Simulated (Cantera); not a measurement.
Cantera run:

```python
import numpy as np
import cantera as ct

gas_names = [...]  # 151 gases of nasa_gas.yaml made of C, H, N, O, Si
cond_names = """
    C(gr) C6H6(L) C7H8(L) C8H18(L),n-octa H2O(s) H2O(L) Si(cr) Si(L) SiC(b) SiO2(Lqz) SiO2(hqz) SiO2(L)
    Si2N2O(s) Si3N4(a)
""".split()


# ... load() reads the species with a 1 bar reference pressure and builds the phases ...
atoms = {
    'HMDSO': {'Si': 2, 'C': 6, 'H': 18, 'O': 1},
    'O3': {'O': 3},
    'H2': {'H': 2},
    'NO': {'N': 1, 'O': 1},
}
top_T = {'C(gr)': 4500, 'SiC(b)': 3050, 'Si2N2O(s)': 2100, 'Si3N4(a)': 2400}  # K; cautious upper limits of use, not melting points


# ... equilibrate(T, P, feed) seeds the gas with the atoms and calls Mixture.equilibrate('TP', solver="vcs", rtol=1e-11, max_steps=5000) ...
results = []
feed = {'HMDSO': 1, 'O3': 0.19, 'H2': 17, 'NO': 1.7}  # mol
P = 410  # Pa
for T in [898, 923, 948, 973, 998, 1023, 1048, 1073, 1098, 1123, 1148]:
    mix = equilibrate(T, P, feed)
    results.append((T, P, feed, dict(zip(mix.species_names, mix.species_moles))))
    x = sorted(zip(gas.X, gas.species_names), reverse=True)
    print(f"T = {T:g} K  P = {P:g} Pa  gas = {mix.phase_moles(0):.4g} mol")
    print("   x: " + "  ".join(f"{s} {v:.3e}" for v, s in x if v > 1e-06))
    print("   condensed (mol): " + ("  ".join(f"{mix.phase(i).name} {mix.phase_moles(i):.4g}"
          for i in range(1, mix.n_phases) if mix.phase_moles(i) > 1e-12) or "none"))
```

Result:

```
T = 898 K  P = 410 Pa  gas = 26.58 mol
   x: H2 9.757e-01  N2 2.270e-02  CH4 1.250e-03  CO 3.669e-04  H2O 3.710e-06
   condensed (mol): C(gr) 5.957  SiO2(hqz) 1.507  Si2N2O(s) 0.2466
T = 923 K  P = 410 Pa  gas = 26.59 mol
   x: H2 9.758e-01  N2 2.258e-02  CH4 9.082e-04  CO 6.996e-04  H2O 4.323e-06
   condensed (mol): C(gr) 5.957  SiO2(hqz) 1.501  Si2N2O(s) 0.2496
T = 948 K  P = 410 Pa  gas = 26.61 mol
   x: H2 9.757e-01  N2 2.237e-02  CO 1.287e-03  CH4 6.698e-04  H2O 4.985e-06
   condensed (mol): C(gr) 5.948  SiO2(hqz) 1.49  Si2N2O(s) 0.2548
T = 973 K  P = 410 Pa  gas = 26.63 mol
   x: H2 9.752e-01  N2 2.201e-02  CO 2.287e-03  CH4 5.011e-04  H2O 5.688e-06
   condensed (mol): C(gr) 5.926  SiO2(hqz) 1.473  Si2N2O(s) 0.2637
T = 998 K  P = 410 Pa  gas = 26.67 mol
   x: H2 9.742e-01  N2 2.144e-02  CO 3.933e-03  CH4 3.797e-04  H2O 6.416e-06
   condensed (mol): C(gr) 5.885  SiO2(hqz) 1.443  Si2N2O(s) 0.2784
T = 1023 K  P = 410 Pa  gas = 26.72 mol
   x: H2 9.726e-01  N2 2.052e-02  CO 6.545e-03  CH4 2.910e-04  H2O 7.143e-06  HCN 1.051e-06
   condensed (mol): C(gr) 5.817  SiO2(hqz) 1.397  Si2N2O(s) 0.3017
T = 1048 K  P = 410 Pa  gas = 26.79 mol
   x: H2 9.701e-01  N2 1.914e-02  CO 1.052e-02  CH4 2.253e-04  H2O 7.826e-06  HCN 1.472e-06
   condensed (mol): C(gr) 5.712  SiO2(hqz) 1.325  Si2N2O(s) 0.3374
T = 1073 K  P = 410 Pa  gas = 26.89 mol
   x: H2 9.664e-01  N2 1.712e-02  CO 1.630e-02  CH4 1.759e-04  H2O 8.396e-06  HCN 1.983e-06
   condensed (mol): C(gr) 5.557  SiO2(hqz) 1.221  Si2N2O(s) 0.3895
T = 1098 K  P = 410 Pa  gas = 27.04 mol
   x: H2 9.613e-01  CO 2.418e-02  N2 1.437e-02  CH4 1.385e-04  H2O 8.759e-06  HCN 2.544e-06
   condensed (mol): C(gr) 5.342  SiO2(hqz) 1.077  Si2N2O(s) 0.4613
T = 1123 K  P = 410 Pa  gas = 27.22 mol
   x: H2 9.549e-01  CO 3.402e-02  N2 1.094e-02  CH4 1.097e-04  H2O 8.788e-06  HCN 3.060e-06
   condensed (mol): C(gr) 5.071  SiO2(hqz) 0.8959  Si2N2O(s) 0.5521
T = 1148 K  P = 410 Pa  gas = 27.42 mol
   x: H2 9.480e-01  CO 4.473e-02  N2 7.209e-03  CH4 8.766e-05  H2O 8.357e-06  HCN 3.373e-06  H 1.089e-06
   condensed (mol): C(gr) 4.771  SiO2(hqz) 0.6955  Si2N2O(s) 0.6523
```

Method: chemical equilibrium by Gibbs-energy minimisation in Cantera with the NASA 1993 tables (ideal gas, pure condensed phases). The feed counts by its element totals alone. Mutual solubility and eutectic melting of coexisting phases are not modelled. The tables hold silica as quartz up to 1696 K and as liquid above; real silica turns to tridymite and cristobalite and melts near 1996 K.
